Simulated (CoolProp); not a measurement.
Vapour-liquid equilibrium of propylene (1) + dimethyl ether (2) at 3.17 bar; x and y are mole fractions of (1).

Model: multi-fluid Helmholtz-energy mixture model, Lemmon 2013 and Wu 2011; pair parameters Bell 2016, in CoolProp.

```
x     bubble temperature, mixture model (K)  bubble temperature, Raoult's law (K)  y, mixture model  y, Raoult's law
----  -------------------------------------  ------------------------------------  ----------------  ---------------
0.05                                  276.0                                 276.5                 ?            0.102
0.2                                   270.4                                 271.9             0.373            0.355
0.35                                  265.9                                 267.8                 ?            0.548
0.5                                   262.4                                 264.1             0.688            0.697
0.65                                      ?                                 260.8             0.794            0.813
0.8                                       ?                                 257.8                 ?            0.905
0.95                                  254.9                                 255.1             0.971            0.979
```

Task: What belongs in the gaps?

Result: 
- 0.05, y, mixture model: 0.112
- 0.35, y, mixture model: 0.554
- 0.65, bubble temperature, mixture model (K): 259.5
- 0.8, bubble temperature, mixture model (K): 257.0
- 0.8, y, mixture model: 0.885

The largest gap from Raoult's law is -1.9 K in bubble temperature, at x = 0.35. No azeotrope shows between x = 0.05 and 0.95.

Pair parameters are fitted to limited data, so mixtures are less certain than the pure fluids.
